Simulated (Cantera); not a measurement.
Feed: 1 mol c-C₄F₈, 8.1 mol H₂, 0.033 mol HCl, equilibrated at 2898 K and 490 Pa.

These are equilibrium values from Cantera (NASA tables, ideal gas, pure condensed phases), not measurements of a reactor. Candidate condensed phases: C, C₆H₆, C₇H₈, C₈H₁₈; 118 gas species. The feed counts by its element totals alone. Rates play no part.

Base state: HF 0.484, H 0.403, H₂ 0.0610, C₃ 0.0206, F 0.0163, C 0.00379, C₂H₂ (acetylene) 0.00279, C₂H 0.00272 (mole fractions); condensed: C(graphite).

Task: What changes in the equilibrium state with this change: temperature from 2898 K to 600 K?

Result: 
| species | before | after |
|---|---|---|
| HF | 0.484 | 0.683 |
| H₂ | 0.0610 | 0.278 |
| CH₄ | 1.59e-9 | 0.0358 |
| H | 0.403 | <1e-9 |
| C₃ | 0.0206 | <1e-9 |
| F | 0.0163 | <1e-9 |
| C | 0.00379 | <1e-9 |
| C₂H₂ (acetylene) | 0.00279 | <1e-9 |
| C(graphite), mol | 2.66 | 3.58 |
